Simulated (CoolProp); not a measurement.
A closed Brayton cycle with carbon dioxide: compressor inlet 312.15 K and 8.4 MPa, high pressure 22 MPa, turbine inlet 640 K, compressor efficiency 0.8, turbine efficiency 0.85, recuperator effectiveness 0.8 (on enthalpy, no pinch check). Each further row changes one setting.

Computed with CoolProp (reference Helmholtz-energy equation of state, Span 1996).

```tsv
case	thermal efficiency (%)	net work (kJ/kg)	compressor to turbine work	compressor exit (K)	turbine exit (K)
as stated	22.3	51.6	0.41	371.3	544.3
turbine inlet 590 K	20.0	?	0.46	371.3	497.6
compressor inlet 322.15 K	?	?	?	400.7	544.3
high pressure 18.7 MPa	21.1	45.9	0.38	?	560.3
recuperator effectiveness 0.5	17.6	51.6	0.41	371.3	544.3
```

Problem. Some entries are withheld; supply them.

Solution. 
- turbine inlet 590 K, net work (kJ/kg): 42.4
- compressor inlet 322.15 K, thermal efficiency (%): 19.4
- compressor inlet 322.15 K, net work (kJ/kg): 38.8
- compressor inlet 322.15 K, compressor to turbine work: 0.56
- high pressure 18.7 MPa, compressor exit (K): 361.0
